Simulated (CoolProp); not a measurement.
Saturated liquid density (kg/m³) of fluorine: the reference equation beside estimates from Tc = -128.7 °C, pc = 5.240 MPa, ω = 0.045. Rackett uses Z = 0.29056 − 0.08775 ω.

Computed with CoolProp (reference Helmholtz-energy equation of state, de Reuck 1990).

```csv
T (°C),reference,Rackett,van der Waals,Redlich-Kwong,Soave-Redlich-Kwong,Peng-Robinson
-199.15,1576,1601,1079,1601,1586,1786
-193.75,1541,1564,1056,1562,1548,1746
-188.25,1503,1526,1030,1519,1508,1702
-182.75,1463,1486,1004,1473,1464,1654
-177.35,1423,1445,975.6,1424,1417,1603
-171.85,1380,1401,945.2,1370,1366,1546
-166.45,1334,1355,913.1,1313,1311,1485
-160.95,1285,1306,877.6,1249,1249,1416
-155.55,1232,1252,839.5,1180,1182,1340
```

Absolute difference from the reference over all 9 rows, mean and median: Rackett 1.6 and 1.6 %, van der Waals 31.5 and 31.5 %, Redlich-Kwong 1.6 and 1.4 %, Soave-Redlich-Kwong 1.3 and 0.6 %, Peng-Robinson 12.0 and 12.6 %.
